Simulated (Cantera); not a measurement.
An isothermal, constant-pressure homogeneous reactor starts with H2 : O2 : N2 : H2O = 1.1 : 1 : 2 : 0.0068 (molar parts), equivalence ratio 0.55, at 1325 K and 0.138 atm.

Model: the H2/O2 subset of GRI-Mech 3.0, which has no nitrogen chemistry, integrated in Cantera. The temperature is held fixed by assumption; the heat of reaction is taken as removed at once.

One state of this run: x H2 = 0.0213; x O2 = 0.129; x HO2 = 2.11e-5; x H = 0.0509; x OH = 0.00934; x H2O2 = 2.04e-6. x: mole fraction; the columns are a selection and need not sum to one.

Problem. Which value of t (s) does it belong to?
A) 15.3
B) 0.128
C) 0.000408
D) 0.867

Solution. C, 0.000408
